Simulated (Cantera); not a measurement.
A perfectly stirred reactor is fed with 1.41 % NH₃, 98.6 % N₂, at 101000 Pa; it is held at 1875 K, and followed from long to short residence time.

Model: the gas-phase N/H chemistry of the illustrative SiF4/NH3 mechanism in the Surface Chemkin manual (1991), integrated in Cantera. Walls and surfaces, which speed up NH3 decomposition in real reactors, are not modelled.

x: mole fraction; the columns are a selection and need not sum to one.

| τ (s) | x NH₃ | x N₂H₄ | x N₂H₂ | x H₂ | x N₂ | x NH₂ |
|---|---|---|---|---|---|---|
| 10 | 0.000357 | 1.26e-11 | 4.01e-10 | 0.0203 | 0.979 | 3.00e-6 |
| 2.8 | 0.000997 | 6.06e-11 | 1.53e-9 | 0.0193 | 0.980 | 6.60e-6 |
| 0.79 | 0.00263 | 2.66e-10 | 5.28e-9 | 0.0169 | 0.980 | 1.38e-5 |
| 0.22 | 0.00591 | 9.45e-10 | 1.48e-8 | 0.0121 | 0.982 | 2.61e-5 |
| 0.062 | 0.00989 | ? | 2.90e-8 | 0.00615 | 0.984 | 4.15e-5 |
| 0.017 | 0.0126 | ? | 4.01e-8 | 0.00216 | 0.985 | 5.81e-5 |
| 0.0049 | 0.0136 | ? | 3.91e-8 | 0.000603 | 0.986 | 6.86e-5 |
| 0.0014 | 0.0140 | ? | 2.24e-8 | 0.000120 | 0.986 | 5.80e-5 |
| 0.00038 | 0.0141 | 8.78e-10 | 3.64e-9 | 1.66e-5 | 0.986 | 2.51e-5 |
| 0.00011 | 0.0141 | 7.95e-11 | 2.60e-10 | 3.81e-6 | 0.986 | 7.56e-6 |

Fill in the missing entries.


- 0.062, x N₂H₄: 2.40e-9
- 0.017, x N₂H₄: 4.69e-9
- 0.0049, x N₂H₄: 6.54e-9
- 0.0014, x N₂H₄: 4.68e-9
